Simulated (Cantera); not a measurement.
Feed: 1 mol CuO, 1.5 mol CO, 1.6 mol N2, at 7.50 Torr.

Equilibrium computed with Cantera from the NASA thermochemical tables; the gas is ideal and each condensed phase is pure. Candidate condensed phases: C, Cu, CuO, Cu2O; 27 gas species. Equilibrium is a limit: real reactors are often held back by kinetics, nucleation or transport.

Problem. What share of the Cu ends up in condensed phases as a function of T (K), at 1400, 1450, 1500, 1550, 1600, 1650, 1700, 1750, 1800, 1850, 1900, 1950?

Solution. 
| T (K) | Cu condensed (%) | as |
|---|---|---|
| 1400 | 100.0 | Cu(l) |
| 1450 | 99.9 | Cu(l) |
| 1500 | 99.7 | Cu(l) |
| 1550 | 99.4 | Cu(l) |
| 1600 | 98.8 | Cu(l) |
| 1650 | 97.5 | Cu(l) |
| 1700 | 95.0 | Cu(l) |
| 1750 | 90.4 | Cu(l) |
| 1800 | 82.2 | Cu(l) |
| 1850 | 67.3 | Cu(l) |
| 1900 | 39.9 | Cu(l) |
| 1950 | 0.0 | - |
